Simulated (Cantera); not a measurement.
An isothermal, constant-pressure homogeneous reactor starts with CH4 : N2 = 1 : 5.2 (molar parts), at 1675 K and 101000 Pa.

Detailed kinetics in Cantera: GRI-Mech 3.0 (53 species, 325 reactions). GRI-Mech 3.0 stops at C3 and has no aromatics, soot or wall deposition, so with more carbon than oxygen in the feed, carbon stays in small species such as C2H2 where larger ones or solid carbon would form.

x: mole fraction; the columns are a selection and need not sum to one.

```tsv
t (s)	x CH4	x CH3	x C2H	x C2H4	x CH2	x H	x C2H2
0.000100	0.161	0.000224	<1e-12	7.68e-6	1.53e-8	[?]	4.09e-8
0.000316	0.160	0.000474	1.82e-11	0.000140	6.55e-8	[?]	3.58e-6
0.00100	0.156	0.000800	5.72e-10	0.00150	1.82e-7	[?]	0.000198
0.00316	0.136	0.000790	8.72e-9	0.00545	2.04e-7	[?]	0.00499
0.0100	0.101	0.000499	2.91e-8	0.00266	1.13e-7	[?]	0.0230
0.0316	0.0594	0.000281	5.00e-8	0.000978	6.26e-8	[?]	0.0428
0.100	0.0253	0.000123	6.91e-8	0.000714	2.92e-8	[?]	0.0578
0.316	0.00878	4.49e-5	8.09e-8	0.000772	1.13e-8	4.95e-5	0.0649
1.00	0.00414	2.16e-5	8.51e-8	0.000808	5.60e-9	5.21e-5	0.0669
```

Q: Complete the blanks.

A: 
- 0.000100, x H: 3.49e-7
- 0.000316, x H: 7.59e-7
- 0.00100, x H: 2.70e-6
- 0.00316, x H: 9.50e-6
- 0.0100, x H: 1.92e-5
- 0.0316, x H: 3.08e-5
- 0.100, x H: 4.23e-5
